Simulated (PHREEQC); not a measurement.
1 kg of water holding 0.18 mol/kgw NaCl, 0.057 mol/kgw KCl, 0.18 mol/kgw NaBr, 0.58 mol/kgw MgBr2 and 0.00024 mol/kgw CaSO4 is evaporated at 25 °C; the solids stay in contact with the brine. The system is closed to CO2. The run lets Arcanite, Bischofite, Bloedite, Brucite, Carnallite, Epsomite, Glaserite, Glauberite, Gypsum, Anhydrite, Halite, Hexahydrite, Kainite, Kieserite, Leonite, Mirabilite, Misenite, Polyhalite, Portlandite, Schoenite, Sylvite, Syngenite, Thenardite, MgCl2_4H2O precipitate or redissolve, and no other solid.

Computed with PHREEQC (Pitzer model, pitzer.dat).

```tsv
water left (kg)	ionic strength	water activity	Mg in solution (mol/kgw)	Ca in solution (mol/kgw)	S in solution (mol/kgw)
1	2.16	0.951	0.580	0.000240	0.000240
0.8219	2.63	___	0.706	0.000292	0.000292
0.6755	3.19	___	0.859	0.000355	0.000355
0.5552	3.89	0.897	1.04	0.000432	0.000432
0.4563	4.73	___	1.27	0.000526	0.000526
0.375	5.75	0.823	1.55	0.000640	0.000640
```

Task: Fill in the missing entries.

Result: 
- 0.8219, water activity: 0.938
- 0.6755, water activity: 0.921
- 0.4563, water activity: 0.865
